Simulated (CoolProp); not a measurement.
Properties of carbonyl sulfide along the isotherm 386.4 K.

The numbers come from the reference Helmholtz-energy equation of state, Lemmon 2006 in CoolProp. It is a short technical equation, of lower accuracy than the large ones.

```tsv
p (kPa)	phase	Z	cp (kJ/(kg K))	cv (kJ/(kg K))	isothermal compressibility (1/MPa)	expansivity (1/kK)
4170	gas	0.7485	1.133	0.6875	0.3433	6.423
8330	supercritical	0.2493	3.206	0.7846	0.09825	19.61
12500	supercritical	0.3154	1.784	0.7397	0.02139	6.546
16700	supercritical	0.3939	1.545	0.7319	0.01240	4.549
20800	supercritical	0.4700	1.436	0.7296	0.008880	3.665
25000	supercritical	0.5467	1.368	0.7291	0.006909	3.125
29200	supercritical	0.6220	1.322	0.7294	0.005667	2.761
33300	supercritical	0.6943	1.288	0.7301	0.004827	2.501
37500	supercritical	0.7673	1.262	0.7311	0.004196	2.295
41700	supercritical	0.8392	1.241	0.7322	0.003713	2.131
45800	supercritical	0.9085	1.224	0.7334	0.003339	2.000
50000	supercritical	0.9786	1.210	0.7347	0.003029	1.886
```

The peak of cp marks the crossing from liquid-like to gas-like fluid above the critical point.
